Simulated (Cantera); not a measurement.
# Catalytic combustion on Pt

An isothermal plug-flow reactor at 623 K and 3750 Torr (inlet), inlet velocity 0.79 m/s, active area per volume 290 1/m; feed H2 : O2 : N2 = 0.015 : 0.053 : 0.79 (molar parts).

Detailed kinetics in Cantera: Deutschmann's 1995 Pt surface mechanism with GRI-Mech 3.0 gas chemistry. Catalytic surfaces can have several steady states; this one follows from the mechanism file's or the stated starting coverage. Mass transfer to the wall is taken as infinitely fast.

| z (m) | x H2 | x O2 | x H2O | θ free Pt | θ O* | θ OH* |
|---|---|---|---|---|---|---|
| 5.9e-05 | 0.0133 | 0.0598 | 0.00421 | 0.374 | 0.588 | 0.0384 |
| 0.00013 | 0.0103 | 0.0584 | 0.00727 | 0.295 | 0.666 | 0.0383 |
| 0.00027 | 0.00702 | 0.0568 | 0.0106 | 0.207 | 0.756 | 0.0363 |
| 0.00059 | 0.00402 | 0.0554 | 0.0136 | 0.122 | 0.847 | 0.0311 |
| 0.0013 | 0.00204 | 0.0545 | 0.0156 | 0.0628 | 0.913 | 0.0241 |
| 0.0027 | 0.00103 | 0.0540 | 0.0166 | 0.0319 | 0.950 | 0.0179 |
| 0.0059 | 0.000479 | 0.0537 | 0.0172 | 0.0150 | 0.972 | 0.0125 |
x: gas mole fraction; θ: surface coverage.
